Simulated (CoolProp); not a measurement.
Vapour-liquid equilibrium of dimethyl carbonate (1) + ethanol (2) at 0.00307 MPa; x and y are mole fractions of (1).

Computed with CoolProp (multi-fluid Helmholtz-energy mixture model, Zhou 2011 and Schroeder 2014; pair parameters Bell 2016).

```json
[
 {"x": "0.05", "bubble temperature (K)": "280.0", "y at the bubble point": "0.205", "dew temperature at overall composition x (K)": "282.1", "liquid density (mol/L)": "16.99"},
 {"x": "0.2", "bubble temperature (K)": "276.7", "y at the bubble point": "0.422", "dew temperature at overall composition x (K)": "280.0", "liquid density (mol/L)": "15.97"},
 {"x": "0.35", "bubble temperature (K)": "276.1", "y at the bubble point": "0.479", "dew temperature at overall composition x (K)": "277.8", "liquid density (mol/L)": "15.04"},
 {"x": "0.5", "bubble temperature (K)": "276.0", "y at the bubble point": "0.505", "dew temperature at overall composition x (K)": "276.0", "liquid density (mol/L)": "14.22"},
 {"x": "0.65", "bubble temperature (K)": "276.1", "y at the bubble point": "0.537", "dew temperature at overall composition x (K)": "277.4", "liquid density (mol/L)": "13.49"},
 {"x": "0.8", "bubble temperature (K)": "276.9", "y at the bubble point": "0.610", "dew temperature at overall composition x (K)": "279.6", "liquid density (mol/L)": "12.84"},
 {"x": "0.95", "bubble temperature (K)": "280.0", "y at the bubble point": "0.827", "dew temperature at overall composition x (K)": "281.7", "liquid density (mol/L)": "12.24"}
]
```

y crosses x between x = 0.5 and 0.65: the model has an azeotrope there.

Pair parameters are fitted to limited data, so mixtures are less certain than the pure fluids.
